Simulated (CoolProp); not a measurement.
Vapour-liquid equilibrium of R152A (1) + methanol (2) at 61.95 °C; x and y are mole fractions of (1).

Model: multi-fluid Helmholtz-energy mixture model, Outcalt 1996 and de Reuck 1993; pair parameters Bell 2016, in CoolProp.

```csv
x,"bubble pressure, mixture model (bar)","bubble pressure, Raoult's law (bar)","y, mixture model","y, Raoult's law"
0.05,(withheld),1.656,(withheld),0.474
0.2,7.024,3.875,(withheld),0.811
0.35,8.661,6.093,(withheld),0.902
0.5,(withheld),8.312,0.914,0.945
0.65,(withheld),10.53,0.933,0.970
0.8,12.81,12.75,(withheld),0.986
0.95,14.89,14.97,0.988,0.997
```

### Question
What belongs in the gaps?

### Answer

- 0.05, bubble pressure, mixture model (bar): 3.278
- 0.05, y, mixture model: 0.719
- 0.2, y, mixture model: 0.869
- 0.35, y, mixture model: 0.896
- 0.5, bubble pressure, mixture model (bar): 9.856
- 0.65, bubble pressure, mixture model (bar): 11.17
- 0.8, y, mixture model: 0.957

The largest gap from Raoult's law is +97.9 % in bubble pressure, at x = 0.05. No azeotrope shows between x = 0.05 and 0.95.

Pair parameters are fitted to limited data, so mixtures are less certain than the pure fluids. The gap from Raoult's law changes sign with composition, which may be real or a fault of the pair parameters; it wasn't checked against measurements. With so large a gap from Raoult's law the liquid may split in two, which this calculation doesn't test in full.
